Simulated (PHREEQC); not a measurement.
Nickel, zinc or cadmium bath (model solution)

Solution (25 °C): 71 mmol/kgw CdCl2 and 170 mmol/kgw MnSO4. Closed to the air; pH follows from the charge balance.

All values are PHREEQC results (ion-association model, phreeqc.dat), not measurements.

Each row changes one thing in this solution. No solid was allowed to form.

```json
[
 {"case": "as made", "pH": "5.78", "ionic strength (mol/kgw)": "0.452", "Cl- (mol/kgw)": "0.0931", "CdCl+ (mol/kgw)": "0.0289", "Cd+2 (mol/kgw)": "0.0126", "CdCl2 (mol/kgw)": "0.00485"},
 {"case": "MnSO4 replaced by MnCl2 at the same molality", "pH": "5.52", "ionic strength (mol/kgw)": "0.471", "Cl- (mol/kgw)": "0.336", "CdCl+ (mol/kgw)": "0.0384", "Cd+2 (mol/kgw)": "0.00467", "CdCl2 (mol/kgw)": "0.0231"},
 {"case": "temperature from 25 to 5 °C", "pH": "[?]", "ionic strength (mol/kgw)": "0.492", "Cl- (mol/kgw)": "0.0943", "CdCl+ (mol/kgw)": "0.0277", "Cd+2 (mol/kgw)": "[?]", "CdCl2 (mol/kgw)": "0.00438"},
 {"case": "MnSO4 from 0.17 to 0.187 mol/kgw", "pH": "[?]", "ionic strength (mol/kgw)": "0.484", "Cl- (mol/kgw)": "[?]", "CdCl+ (mol/kgw)": "0.0280", "Cd+2 (mol/kgw)": "0.0122", "CdCl2 (mol/kgw)": "0.00468"},
 {"case": "MnSO4 replaced by CdSO4 at the same molality", "pH": "5.52", "ionic strength (mol/kgw)": "0.356", "Cl- (mol/kgw)": "0.0481", "CdCl+ (mol/kgw)": "0.0790", "Cd+2 (mol/kgw)": "[?]", "CdCl2 (mol/kgw)": "0.00717"}
]
```

**Question.** Complete the blanks.

**Answer.** 
- temperature from 25 to 5 °C, pH: 5.87
- temperature from 25 to 5 °C, Cd+2 (mol/kgw): 0.0124
- MnSO4 from 0.17 to 0.187 mol/kgw, pH: 5.79
- MnSO4 from 0.17 to 0.187 mol/kgw, Cl- (mol/kgw): 0.0937
- MnSO4 replaced by CdSO4 at the same molality, Cd+2 (mol/kgw): 0.0654

Species that the database lacks are ignored. Away from 25 °C the constants follow the database's enthalpies or fits; those with neither stay at their 25 °C values.
